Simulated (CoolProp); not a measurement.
R141b at 375.26 K and 2.55 MPa is throttled through a valve to 1.11 MPa with no heat exchange. Each further row changes one setting.

Computed with CoolProp (reference Helmholtz-energy equation of state, Lemmon 2006). It is a short technical equation, of lower accuracy than the large ones.

| case | temperature change (K) | final phase | final density (kg/m³) |
|---|---|---|---|
| as stated | +0.1 | liquid | 1070 |
| outlet pressure 0.333 MPa | … | … | … |
| outlet pressure 1.44 MPa | +0.1 | liquid | 1070 |

**Question.** Some entries are withheld; supply them.

**Answer.** 
- outlet pressure 0.333 MPa, temperature change (K): -31.2
- outlet pressure 0.333 MPa, final phase: two-phase, vapour fraction 0.196
- outlet pressure 0.333 MPa, final density (kg/m³): 72.1
